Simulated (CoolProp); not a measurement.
Vapour pressure (MPa) of carbon dioxide: the reference equation beside estimates from Tc = 304.1 K, pc = 7.377 MPa, ω = 0.224. Clausius-Clapeyron is anchored at 269.3 K with a constant enthalpy of vaporisation of 10.66 kJ/mol.

Model: reference Helmholtz-energy equation of state, Span 1996, in CoolProp.

```json
[
 {"T (K)": "242.3", "reference": "1.387", "Lee-Kesler": "1.386", "Clausius-Clapeyron": "1.849", "van der Waals": "2.775", "Redlich-Kwong": "1.762", "Soave-Redlich-Kwong": "1.392", "Peng-Robinson": "1.375"},
 {"T (K)": "246.1", "reference": "1.574", "Lee-Kesler": "1.572", "Clausius-Clapeyron": "2.007", "van der Waals": "2.981", "Redlich-Kwong": "1.967", "Soave-Redlich-Kwong": "1.581", "Peng-Robinson": "1.561"},
 {"T (K)": "250", "reference": "1.785", "Lee-Kesler": "1.781", "Clausius-Clapeyron": "2.177", "van der Waals": "3.203", "Redlich-Kwong": "2.194", "Soave-Redlich-Kwong": "1.794", "Peng-Robinson": "1.771"},
 {"T (K)": "253.9", "reference": "2.016", "Lee-Kesler": "2.010", "Clausius-Clapeyron": "2.355", "van der Waals": "3.435", "Redlich-Kwong": "2.438", "Soave-Redlich-Kwong": "2.027", "Peng-Robinson": "2.001"},
 {"T (K)": "257.7", "reference": "2.260", "Lee-Kesler": "2.253", "Clausius-Clapeyron": "2.537", "van der Waals": "3.670", "Redlich-Kwong": "2.694", "Soave-Redlich-Kwong": "2.275", "Peng-Robinson": "2.246"},
 {"T (K)": "261.6", "reference": "2.534", "Lee-Kesler": "2.524", "Clausius-Clapeyron": "2.732", "van der Waals": "3.922", "Redlich-Kwong": "2.974", "Soave-Redlich-Kwong": "2.552", "Peng-Robinson": "2.520"},
 {"T (K)": "265.4", "reference": "2.822", "Lee-Kesler": "2.811", "Clausius-Clapeyron": "2.931", "van der Waals": "4.178", "Redlich-Kwong": "3.265", "Soave-Redlich-Kwong": "2.844", "Peng-Robinson": "2.810"},
 {"T (K)": "269.3", "reference": "3.143", "Lee-Kesler": "3.130", "Clausius-Clapeyron": "3.143", "van der Waals": "4.451", "Redlich-Kwong": "3.583", "Soave-Redlich-Kwong": "3.169", "Peng-Robinson": "3.133"},
 {"T (K)": "273.2", "reference": "3.490", "Lee-Kesler": "3.475", "Clausius-Clapeyron": "3.364", "van der Waals": "4.735", "Redlich-Kwong": "3.922", "Soave-Redlich-Kwong": "3.520", "Peng-Robinson": "3.482"},
 {"T (K)": "277", "reference": "3.854", "Lee-Kesler": "3.838", "Clausius-Clapeyron": "3.588", "van der Waals": "5.022", "Redlich-Kwong": "4.271", "Soave-Redlich-Kwong": "3.889", "Peng-Robinson": "3.850"},
 {"T (K)": "280.9", "reference": "4.256", "Lee-Kesler": "4.240", "Clausius-Clapeyron": "3.826", "van der Waals": "5.327", "Redlich-Kwong": "4.651", "Soave-Redlich-Kwong": "4.295", "Peng-Robinson": "4.257"},
 {"T (K)": "284.8", "reference": "4.689", "Lee-Kesler": "4.674", "Clausius-Clapeyron": "4.072", "van der Waals": "5.643", "Redlich-Kwong": "5.052", "Soave-Redlich-Kwong": "4.732", "Peng-Robinson": "4.694"},
 {"T (K)": "288.6", "reference": "5.143", "Lee-Kesler": "5.130", "Clausius-Clapeyron": "4.321", "van der Waals": "5.962", "Redlich-Kwong": "5.465", "Soave-Redlich-Kwong": "5.187", "Peng-Robinson": "5.152"},
 {"T (K)": "292.5", "reference": "5.642", "Lee-Kesler": "5.633", "Clausius-Clapeyron": "4.584", "van der Waals": "6.300", "Redlich-Kwong": "5.910", "Soave-Redlich-Kwong": "5.685", "Peng-Robinson": "5.656"},
 {"T (K)": "296.3", "reference": "6.165", "Lee-Kesler": "6.161", "Clausius-Clapeyron": "4.849", "van der Waals": "6.641", "Redlich-Kwong": "6.366", "Soave-Redlich-Kwong": "6.204", "Peng-Robinson": "6.181"}
]
```

Absolute difference from the reference over all 15 rows, mean and median: Lee-Kesler 0.3 and 0.3 %, Clausius-Clapeyron 14.2 and 13.2 %, van der Waals 46.2 and 41.6 %, Redlich-Kwong 14.4 and 14.0 %, Soave-Redlich-Kwong 0.7 and 0.8 %, Peng-Robinson 0.4 and 0.3 %.
